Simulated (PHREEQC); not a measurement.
# Hard or scaling water

Consider water at 25 °C with 0.0056 mol CaSO4, 3.5e-05 mol NaF and 3.6e-07 mol H4SiO4 per kg of water. Closed to the air; pH follows from the charge balance.

The numbers come from PHREEQC with the ion-association model, phreeqc.dat.

Each row changes one thing in this solution. No solid was allowed to form.

```csv
case,pH,ionic strength (mol/kgw),Ca+2 (mol/kgw),SO4-2 (mol/kgw),CaSO4 (mol/kgw),NaSO4- (mol/kgw),SI of Gypsum (CaSO4:2H2O),SI of Fluorite (CaF2)
as made,7.04,0.0175,0.00437,0.00437,0.00123,4.52e-7,-0.58,-1.01
diluted 10-fold with water,7.00,0.00211,0.000527,0.000527,3.31e-5,7.54e-9,-2.15,-3.72
diluted 5-fold with water,7.01,0.00406,0.00101,0.00101,0.000106,2.70e-8,-1.64,-2.88
NaF from 3.5e-05 to 5.25e-05 mol/kgw,7.04,0.0175,0.00438,0.00437,0.00122,6.78e-7,-0.58,-0.66
H4SiO4 replaced by (NH4)2SiF6 at the same molality,6.00,0.0175,0.00437,0.00437,0.00123,4.52e-7,-0.58,-0.96
H4SiO4 from 3.6e-07 to 1.8e-07 mol/kgw,7.04,0.0175,0.00437,0.00437,0.00123,4.52e-7,-0.58,-1.01
H4SiO4 from 3.6e-07 to 7.2e-07 mol/kgw,7.04,0.0175,0.00437,0.00437,0.00123,4.52e-7,-0.58,-1.01
H4SiO4 replaced by Na2SiO3 at the same molality,7.79,0.0175,0.00437,0.00437,0.00123,4.62e-7,-0.58,-1.01
```

SiF6-2 is the database's only silicon fluoride.
